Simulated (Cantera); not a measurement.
A perfectly stirred reactor is fed with H2 : O2 = 0.048 : 1 (molar parts), equivalence ratio 0.024, at 0.0133 bar; it is held at 1150 K, and followed from long to short residence time.

Computed with Cantera and GRI-Mech 3.0 (53 species, 325 reactions). Radical loss at walls, strong at low pressure, is not modelled. The temperature is held fixed by assumption; the heat of reaction is taken as removed at once.

What does this change do: pressure from 0.0133 bar to 0.00150 bar?


| quantity | before | after |
|---|---|---|
| x(H2) at τ = 0.810 s | 0.000210 | 0.000835 |
| x(O2) at τ = 0.810 s | 0.950 | 0.926 |
| x(H2O2) at τ = 0.810 s | 7.80e-8 | 1.02e-8 |
| x(H) at τ = 0.810 s | 0.000251 | 0.00563 |
| x(O) at τ = 0.810 s | 0.00301 | 0.0239 |
| x(H2) at τ = 65.0 ms | 0.000898 | 0.00322 |
| x(O2) at τ = 65.0 ms | 0.940 | 0.922 |
| x(H2O2) at τ = 65.0 ms | 1.05e-7 | 1.62e-8 |
| x(H) at τ = 65.0 ms | 0.00220 | 0.00900 |
| x(O) at τ = 65.0 ms | 0.0119 | 0.0259 |

What does this change do: pressure from 0.0133 bar to 0.00410 bar?


| quantity | before | after |
|---|---|---|
| x(H2) at τ = 0.810 s | 0.000210 | 0.000456 |
| x(O2) at τ = 0.810 s | 0.950 | 0.940 |
| x(H2O2) at τ = 0.810 s | 7.80e-8 | 2.82e-8 |
| x(H) at τ = 0.810 s | 0.000251 | 0.00193 |
| x(O) at τ = 0.810 s | 0.00301 | 0.0117 |
| x(H2) at τ = 65.0 ms | 0.000898 | 0.00171 |
| x(O2) at τ = 65.0 ms | 0.940 | 0.925 |
| x(H2O2) at τ = 65.0 ms | 1.05e-7 | 3.45e-8 |
| x(H) at τ = 65.0 ms | 0.00220 | 0.00681 |
| x(O) at τ = 65.0 ms | 0.0119 | 0.0243 |
